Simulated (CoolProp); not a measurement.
Properties of ammonia along the isotherm 331.6 K.

Computed with CoolProp (reference Helmholtz-energy equation of state, Gao 2020).

```
p (MPa)   phase  density (kg/m³)  cp (kJ/(kg K))  viscosity (µPa s)
-------  ------  ---------------  --------------  -----------------
1.55        gas            10.85           3.026               11.1
3.1      liquid            549.1           5.192               96.4
4.65     liquid            551.5           5.143               97.6
6.2      liquid            553.9             ___               98.9
7.75     liquid              ___             ___                100
9.3      liquid            558.3           5.016                101
10.8     liquid            560.4           4.981                102
12.4     liquid              ___           4.946                103
13.9     liquid            564.4             ___                ___
15.5     liquid              ___           4.885                106
17       liquid            568.2           4.858                107
```

**Question.** Complete the blanks.

**Answer.** 
- 6.2, cp (kJ/(kg K)): 5.097
- 7.75, density (kg/m³): 556.1
- 7.75, cp (kJ/(kg K)): 5.055
- 12.4, density (kg/m³): 562.5
- 13.9, cp (kJ/(kg K)): 4.916
- 13.9, viscosity (µPa s): 105
- 15.5, density (kg/m³): 566.4

Viscosity comes from a separate model (Fenghour 1995).
